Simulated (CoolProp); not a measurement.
A single-stage vapour-compression cycle with propylene: evaporating at 288.15 K (dew point), condensing at 316.15 K (bubble point), superheat 10 K, subcooling 8 K, compressor efficiency 0.9, no pressure losses. Each further row changes one setting.

Values from CoolProp's reference Helmholtz-energy equation of state, Lemmon 2013.

```tsv
case	cooling COP	pressure ratio	discharge temperature (K)	refrigerating effect (kJ/kg)	volumetric capacity (kJ/m³)
as stated	8.22	1.98	333.3	318	5620
evaporating temperature 293.15 K	10.4	1.73	331.9	323	6500
condensing temperature 311.15 K	10.3	1.77	327.2	332	5860
subcooling 13 K	8.57	1.98	333.3	332	5870
superheat 20 K	8.22	1.98	343.0	336	5640
compressor efficiency 0.8	7.30	1.98	335.6	318	5620
```
